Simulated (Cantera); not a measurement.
Cantera run:

```python
import numpy as np
import cantera as ct

gas_names = """
    Fe FeO O O2 O3 S SO SO2 SO3 S2 S2O S8
""".split()
cond_names = """
    Fe(a) Fe(c) Fe(d) Fe(L) FeO(s) FeO(L) FeS(a) FeS(b) FeS(c) FeS(L) FeSO4(s) FeS2(s) Fe2O3(s)
    Fe2S3O12(s) Fe3O4(s) S(cr1) S(cr2) S(L)
""".split()


# ... load() reads the species with a 1 bar reference pressure and builds the phases ...
atoms = {
    'FeS': {'Fe': 1, 'S': 1},
    'SO2': {'S': 1, 'O': 2},
    'O2': {'O': 2},
}
top_T = {'FeSO4(s)': 950, 'FeS2(s)': 1010, 'Fe2O3(s)': 1830, 'Fe2S3O12(s)': 1100, 'Fe3O4(s)': 1870}  # K; cautious upper limits of use, not melting points


# ... equilibrate(T, P, feed) seeds the gas with the atoms and calls Mixture.equilibrate('TP', solver="vcs", rtol=1e-11, max_steps=5000) ...
results = []
feed = {'FeS': 1, 'SO2': 0.11, 'O2': 3.4}  # mol
P = 87000  # Pa
for T in [898, 1048, 1198, 1348, 1498, 1648, 1798]:
    mix = equilibrate(T, P, feed)
    results.append((T, P, feed, dict(zip(mix.species_names, mix.species_moles))))
    x = sorted(zip(gas.X, gas.species_names), reverse=True)
    print(f"T = {T:g} K  P = {P:g} Pa  gas = {mix.phase_moles(0):.4g} mol")
    print("   x: " + "  ".join(f"{s} {v:.3e}" for v, s in x if v > 1e-06))
    print("   condensed (mol): " + ("  ".join(f"{mix.phase(i).name} {mix.phase_moles(i):.4g}"
          for i in range(1, mix.n_phases) if mix.phase_moles(i) > 1e-12) or "none"))
```

It prints:

```
T = 898 K  P = 87000 Pa  gas = 1.136 mol
   x: O2 9.660e-01  SO3 2.935e-02  SO2 4.656e-03
   condensed (mol): Fe2O3(s) 0.1429  Fe2S3O12(s) 0.3571
T = 1048 K  P = 87000 Pa  gas = 2.525 mol
   x: O2 5.603e-01  SO2 2.531e-01  SO3 1.865e-01
   condensed (mol): Fe2O3(s) 0.5
T = 1198 K  P = 87000 Pa  gas = 2.673 mol
   x: O2 5.847e-01  SO2 3.501e-01  SO3 6.524e-02
   condensed (mol): Fe2O3(s) 0.5
T = 1348 K  P = 87000 Pa  gas = 2.727 mol
   x: O2 5.929e-01  SO2 3.827e-01  SO3 2.443e-02
   condensed (mol): Fe2O3(s) 0.5
T = 1498 K  P = 87000 Pa  gas = 2.745 mol
   x: O2 5.957e-01  SO2 3.936e-01  SO3 1.070e-02  O 3.265e-06
   condensed (mol): Fe2O3(s) 0.5
T = 1648 K  P = 87000 Pa  gas = 2.753 mol
   x: O2 5.967e-01  SO2 3.979e-01  SO3 5.398e-03  O 2.097e-05  SO 1.704e-06
   condensed (mol): Fe2O3(s) 0.5
T = 1798 K  P = 87000 Pa  gas = 2.839 mol
   x: O2 6.090e-01  SO2 3.879e-01  SO3 2.990e-03  O 9.989e-05  SO 1.032e-05
   condensed (mol): Fe3O4(s) 0.3333
```

These are equilibrium values from Cantera (NASA tables, ideal gas, pure condensed phases), not measurements of a reactor.
